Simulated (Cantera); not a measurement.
Charge: 1 mol SiCl4, 2 mol HCl, 0.58 mol H2, at 777 °C and 0.100 bar.

Cantera equilibrium calculation (NASA polynomials, part measured and part estimated; ideal gas, pure solids and liquids). Candidate condensed phases: Si; 19 gas species. The tables' values for SiCl3 are old estimates; treat these amounts as uncertain. Rates play no part.

Base state: HCl 0.560, SiCl4 0.278, H2 0.161, SiHCl3 0.000831, SiCl3 0.000210 (mole fractions); condensed: gas only.

### Question
What changes in the equilibrium state with this change: HCl from 2 to 0.88 mol?

### Answer
```json
[
 {"species": "SiCl4", "before": "0.278", "after": "0.403"},
 {"species": "HCl", "before": "0.560", "after": "0.361"},
 {"species": "H2", "before": "0.161", "after": "0.233"},
 {"species": "SiCl2", "before": "2.87e-6", "after": "1.45e-5"},
 {"species": "SiHCl3", "before": "0.000831", "after": "0.00270"},
 {"species": "SiCl3", "before": "0.000210", "after": "0.000567"}
]
```
